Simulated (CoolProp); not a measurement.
n-perfluoropentane at several states: fugacity coefficient from the reference equation and from simpler models built on Tc = 421.0 K, pc = 20.63 bar, ω = 0.436; each cubic takes its own stable root.

Computed with CoolProp (reference Helmholtz-energy equation of state, Gao 2022).

| T (K) | p (bar) | phase | reference | van der Waals | Redlich-Kwong | Soave-Redlich-Kwong | Peng-Robinson |
|---|---|---|---|---|---|---|---|
| 245.9 | 15.4 | liquid | [?] | 0.1104 | 0.02302 | 0.005098 | 0.005269 |
| 365 | 0.238 | gas | 0.9935 | 0.9952 | 0.9941 | 0.9935 | 0.9930 |
| 247.2 | 1.42 | liquid | 0.05324 | 0.9304 | 0.2328 | 0.05305 | [?] |
| 286 | 0.118 | gas | 0.9926 | 0.9958 | 0.9943 | 0.9931 | 0.9928 |
| 444.9 | 17.3 | gas | [?] | 0.7841 | 0.7668 | [?] | [?] |

Some entries are withheld; supply them.


- 245.9, reference: 0.005075
- 247.2, Peng-Robinson: 0.05546
- 444.9, reference: 0.7742
- 444.9, Soave-Redlich-Kwong: 0.7785
- 444.9, Peng-Robinson: 0.7567

At some of these states van der Waals gives the other phase, because its saturation line lies elsewhere.
